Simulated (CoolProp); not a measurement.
Properties of diethyl ether along the isotherm 482.2 K.

Computed with CoolProp (reference Helmholtz-energy equation of state, Thol 2014).

| p (MPa) | phase | speed of sound (m/s) | expansivity (1/kK) |
|---|---|---|---|
| 0.00588 | gas | 238.7 | 2.077 |
| 0.00887 | gas | 238.6 | 2.079 |
| 0.0134 | gas | 238.5 | 2.082 |
| 0.0202 | gas | 238.4 | 2.086 |
| 0.0304 | gas | 238.2 | 2.092 |
| 0.0459 | gas | 238.0 | 2.102 |
| 0.0693 | gas | 237.6 | 2.116 |
| 0.105 | gas | 236.9 | 2.138 |
| 0.158 | gas | 236.0 | 2.172 |
| 0.238 | gas | 234.6 | 2.225 |
| 0.359 | gas | 232.4 | 2.309 |
| 0.541 | gas | 229.0 | 2.446 |
| 0.817 | gas | 223.7 | 2.681 |
| 1.23 | gas | 215.1 | 3.113 |
| 1.86 | gas | 200.4 | 4.046 |
